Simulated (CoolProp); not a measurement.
A closed Brayton cycle with carbon dioxide: compressor inlet 329.15 K and 9.3 MPa, high pressure 18.1 MPa, turbine inlet 850 K, compressor efficiency 0.85, turbine efficiency 0.93, recuperator effectiveness 0.8 (on enthalpy, no pinch check). Each further row changes one setting.

The numbers come from the reference Helmholtz-energy equation of state, Span 1996 in CoolProp.

```tsv
case	thermal efficiency (%)	net work (kJ/kg)	compressor to turbine work	compressor exit (K)	turbine exit (K)
as stated	25.9	65.0	0.32	381.9	765.2
turbine inlet 800 K	25.2	58.8	0.34	381.9	718.3
compressor inlet 339.15 K	25.4	60.3	0.37	___	765.2
high pressure 15.4 MPa	___	50.9	0.31	___	785.4
recuperator effectiveness 0.5	___	65.0	0.32	381.9	765.2
```

**Question.** Complete the blanks.

**Answer.** 
- compressor inlet 339.15 K, compressor exit (K): 396.9
- high pressure 15.4 MPa, thermal efficiency (%): 22.5
- high pressure 15.4 MPa, compressor exit (K): 368.9
- recuperator effectiveness 0.5, thermal efficiency (%): 16.8
